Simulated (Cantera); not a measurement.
Feed: 1 mol CS2, 4.4 mol H2O, 1.4 mol H2, held at 3500 K and 1.30 bar.

Equilibrium computed with Cantera from the NASA thermochemical tables; the gas is ideal and each condensed phase is pure. Candidate condensed phases: C, C6H6, C7H8, C8H18, H2O, H2SO4, S; 123 gas species. The numbers say what is thermodynamically allowed, not how fast it happens.

Base state: H 0.265, H2 0.262, H2O 0.111, CO 0.0890, SO 0.0760, S 0.0611, OH 0.0516, O 0.0304 (mole fractions); condensed: gas only.

Task: What changes in the equilibrium state with this change: H2O from 4.4 to 0.24 mol?

Result: 
```json
[
 {"species": "H", "before": "0.265", "after": "0.256"},
 {"species": "H2", "before": "0.262", "after": "0.245"},
 {"species": "CS", "before": "1.68e-6", "after": "0.179"},
 {"species": "H2O", "before": "0.111", "after": "1.68e-6"},
 {"species": "S", "before": "0.0611", "after": "0.161"},
 {"species": "SO2", "before": "0.0173", "after": "<1e-9"},
 {"species": "OH", "before": "0.0516", "after": "8.12e-7"},
 {"species": "O", "before": "0.0304", "after": "4.95e-7"},
 {"species": "SO", "before": "0.0760", "after": "3.25e-6"},
 {"species": "S2", "before": "0.00615", "after": "0.0426"},
 {"species": "SH", "before": "0.0189", "after": "0.0480"},
 {"species": "CO", "before": "0.0890", "after": "0.0586"},
 {"species": "O2", "before": "0.00495", "after": "<1e-9"},
 {"species": "CS2", "before": "2.21e-8", "after": "0.00619"},
 {"species": "C2H2 (acetylene)", "before": "<1e-9", "after": "0.000123"}
]
```

Task: What changes in the equilibrium state with this change: pressure from 1.30 bar to 1.33 mbar?

Result: 
```
species    before     after
-------  --------  --------
H           0.265     0.643
O          0.0304     0.187
S          0.0611     0.111
H2          0.262   0.00158
H2O         0.111   4.22e-6
SO2        0.0173   1.25e-6
SH         0.0189   8.49e-5
SO         0.0760  0.000869
OH         0.0516  0.000791
CO         0.0890    0.0557
H2S       0.00135   1.51e-8
S2O      0.000122   2.58e-9
```
